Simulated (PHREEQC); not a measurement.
Dissolve 0.44 mol/kgw NaHSO4 and 0.48 mol/kgw Na2HPO4 at 20 °C. Closed to the air; pH follows from the charge balance.

Computed with PHREEQC (ion-association model, wateq4f.dat).

Each row changes one thing in this solution. No solid was allowed to form.

```tsv
case	pH	ionic strength (mol/kgw)	Na+ (mol/kgw)	H2PO4- (mol/kgw)	SO4-2 (mol/kgw)	NaSO4- (mol/kgw)	SI of Mirabilite (Na2SO4:10H2O)
as made	5.41	1.44	1.18	0.440	0.233	0.207	-0.43
diluted 10-fold with water	5.77	0.173	0.132	0.0440	0.0367	0.00730	-2.61
0.05 mol/kgw NaOH added	5.80	1.51	1.22	0.390	0.231	0.209	-0.41
temperature from 20 to 55 °C	5.31	1.43	1.17	0.440	0.223	0.217	-2.03
0.11 mol/kgw KOH added	6.09	1.59	1.16	0.330	0.229	0.196	-0.46
```

The ionic strength passes 0.7 mol/kgw, the rough limit of the ion-association models, in as made; 0.05 mol/kgw NaOH added; temperature from 20 to 55 °C; 0.11 mol/kgw KOH added. H3PO4, which wateq4f.dat lacks, is added to it with the constant of phreeqc.dat. At this temperature some constants are extrapolated from 25 °C, and those without enthalpy data are left unchanged.
